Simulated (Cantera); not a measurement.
An isothermal, constant-pressure homogeneous reactor starts with CH4 : H2 : N2 : H2O = 0.011 : 1 : 0.00017 : 0.003 (molar parts), at 1598 K and 0.260 bar.

Cantera simulation using GRI-Mech 3.0 (53 species, 325 reactions); the numbers are that mechanism's predictions, not measurements. GRI-Mech 3.0 stops at C3 and has no aromatics, soot or wall deposition, so with more carbon than oxygen in the feed, carbon stays in small species such as C2H2 where larger ones or solid carbon would form.

x: mole fraction; the columns are a selection and need not sum to one.

| t (s) | x CH4 | x H2 | x C2H2 | x CH2 | x C2H4 | x C2H |
|---|---|---|---|---|---|---|
| 9.00e-6 | 0.0108 | 0.986 | <1e-12 | <1e-12 | <1e-12 | <1e-12 |
| 4.78e-5 | 0.0108 | 0.986 | <1e-12 | <1e-12 | <1e-12 | <1e-12 |
| 0.000253 | 0.0108 | 0.986 | <1e-12 | 3.61e-12 | 5.91e-11 | <1e-12 |
| 0.00134 | 0.0108 | 0.986 | 2.15e-10 | 9.84e-11 | 9.78e-9 | <1e-12 |
| 0.00713 | 0.0108 | 0.986 | 4.39e-7 | 1.44e-9 | 1.21e-6 | <1e-12 |
| 0.0378 | 0.0108 | 0.986 | 2.44e-5 | 2.14e-9 | 4.50e-6 | 8.34e-12 |
| 0.201 | 0.0105 | 0.986 | 0.000166 | 2.09e-9 | 8.34e-6 | 5.67e-11 |
| 1.07 | ? | 0.987 | ? | ? | ? | 2.71e-10 |
| 5.65 | 0.00602 | 0.988 | 0.00230 | 1.25e-9 | 6.71e-5 | 8.00e-10 |
| 30.0 | ? | 0.989 | ? | 9.45e-10 | ? | ? |

Q: Complete the blanks.

A: 
- 1.07, x CH4: 0.00918
- 1.07, x C2H2: 0.000787
- 1.07, x CH2: 1.85e-9
- 1.07, x C2H4: 2.53e-5
- 30.0, x CH4: 0.00445
- 30.0, x C2H2: 0.00295
- 30.0, x C2H4: 8.54e-5
- 30.0, x C2H: 1.04e-9
